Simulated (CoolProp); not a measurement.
R1336mzz(E) along the isotherm 410 K: density (kg/m³) from the reference equation and from simpler models built on Tc = 403.5 K, pc = 2.779 MPa, ω = 0.413; each cubic takes its own stable root.

Values from CoolProp's reference Helmholtz-energy equation of state, Akasaka 2023.

```json
[
 {"p (MPa)": "0.018", "phase": "gas", "reference": "0.8681"},
 {"p (MPa)": "0.0272", "phase": "gas", "reference": "1.313"},
 {"p (MPa)": "0.041", "phase": "gas", "reference": "1.983"},
 {"p (MPa)": "0.0619", "phase": "gas", "reference": "3.002"},
 {"p (MPa)": "0.0934", "phase": "gas", "reference": "4.547"},
 {"p (MPa)": "0.141", "phase": "gas", "reference": "6.906"},
 {"p (MPa)": "0.212", "phase": "gas", "reference": "10.48"},
 {"p (MPa)": "0.321", "phase": "gas", "reference": "16.09"},
 {"p (MPa)": "0.484", "phase": "gas", "reference": "24.81"},
 {"p (MPa)": "0.729", "phase": "gas", "reference": "38.73"},
 {"p (MPa)": "1.1", "phase": "gas", "reference": "62.04"},
 {"p (MPa)": "1.66", "phase": "gas", "reference": "104.4"},
 {"p (MPa)": "2.5", "phase": "gas", "reference": "202.8"},
 {"p (MPa)": "3.78", "phase": "supercritical", "reference": "776.1"},
 {"p (MPa)": "5.7", "phase": "supercritical", "reference": "905.6"}
]
```

**Question.** How far does each simpler model (van der Waals, Peng-Robinson) lie from the reference over these 15 states: mean and median of the absolute difference, and the worst?

**Answer.** 
- van der Waals: mean 5.2 %, median 0.6 %, worst -31.2 % at 410 K and 5.7 MPa
- Peng-Robinson: mean 1.9 %, median 0.2 %, worst -14.3 % at 410 K and 3.78 MPa
